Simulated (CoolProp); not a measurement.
Vapour pressure (MPa) of ammonia: the reference equation beside estimates from Tc = 405.6 K, pc = 11.36 MPa, ω = 0.256. Clausius-Clapeyron is anchored at 250.5 K with a constant enthalpy of vaporisation of 22.77 kJ/mol.

Model: reference Helmholtz-energy equation of state, Gao 2020, in CoolProp.

```json
[
 {"T (K)": "250.5", "reference": "0.1687", "Lee-Kesler": "0.1635", "Clausius-Clapeyron": "0.1687", "Redlich-Kwong": "0.3136", "Soave-Redlich-Kwong": "0.1645"},
 {"T (K)": "256.1", "reference": "0.2162", "Lee-Kesler": "0.2111", "Clausius-Clapeyron": "0.2143", "Redlich-Kwong": "0.3903", "Soave-Redlich-Kwong": "0.2119"},
 {"T (K)": "261.8", "reference": "0.2750", "Lee-Kesler": "0.2702", "Clausius-Clapeyron": "0.2704", "Redlich-Kwong": "0.4821", "Soave-Redlich-Kwong": "0.2708"},
 {"T (K)": "267.5", "reference": "0.3458", "Lee-Kesler": "0.3416", "Clausius-Clapeyron": "0.3380", "Redlich-Kwong": "0.5890", "Soave-Redlich-Kwong": "0.3420"},
 {"T (K)": "273.1", "reference": "0.4284", "Lee-Kesler": "0.4253", "Clausius-Clapeyron": "0.4169", "Redlich-Kwong": "0.7102", "Soave-Redlich-Kwong": "0.4254"},
 {"T (K)": "278.8", "reference": "0.5277", "Lee-Kesler": "0.5261", "Clausius-Clapeyron": "0.5118", "Redlich-Kwong": "0.8513", "Soave-Redlich-Kwong": "0.5259"},
 {"T (K)": "284.4", "reference": "0.6418", "Lee-Kesler": "0.6420", "Clausius-Clapeyron": "0.6210", "Redlich-Kwong": "1.009", "Soave-Redlich-Kwong": "0.6416"},
 {"T (K)": "290.1", "reference": "0.7765", "Lee-Kesler": "0.7790", "Clausius-Clapeyron": "0.7504", "Redlich-Kwong": "1.189", "Soave-Redlich-Kwong": "0.7785"},
 {"T (K)": "295.7", "reference": "0.9291", "Lee-Kesler": "0.9342", "Clausius-Clapeyron": "0.8973", "Redlich-Kwong": "1.389", "Soave-Redlich-Kwong": "0.9339"},
 {"T (K)": "301.4", "reference": "1.107", "Lee-Kesler": "1.115", "Clausius-Clapeyron": "1.069", "Redlich-Kwong": "1.615", "Soave-Redlich-Kwong": "1.115"},
 {"T (K)": "307", "reference": "1.306", "Lee-Kesler": "1.317", "Clausius-Clapeyron": "1.262", "Redlich-Kwong": "1.861", "Soave-Redlich-Kwong": "1.318"},
 {"T (K)": "312.7", "reference": "1.535", "Lee-Kesler": "1.549", "Clausius-Clapeyron": "1.485", "Redlich-Kwong": "2.137", "Soave-Redlich-Kwong": "1.553"},
 {"T (K)": "318.3", "reference": "1.789", "Lee-Kesler": "1.806", "Clausius-Clapeyron": "1.732", "Redlich-Kwong": "2.435", "Soave-Redlich-Kwong": "1.812"},
 {"T (K)": "324", "reference": "2.078", "Lee-Kesler": "2.098", "Clausius-Clapeyron": "2.015", "Redlich-Kwong": "2.767", "Soave-Redlich-Kwong": "2.108"},
 {"T (K)": "329.6", "reference": "2.395", "Lee-Kesler": "2.418", "Clausius-Clapeyron": "2.326", "Redlich-Kwong": "3.123", "Soave-Redlich-Kwong": "2.432"}
]
```

Absolute difference from the reference over all 15 rows, mean and median: Lee-Kesler 1.0 and 0.9 %, Clausius-Clapeyron 2.6 and 3.0 %, Redlich-Kwong 55.1 and 53.1 %, Soave-Redlich-Kwong 1.1 and 1.1 %.
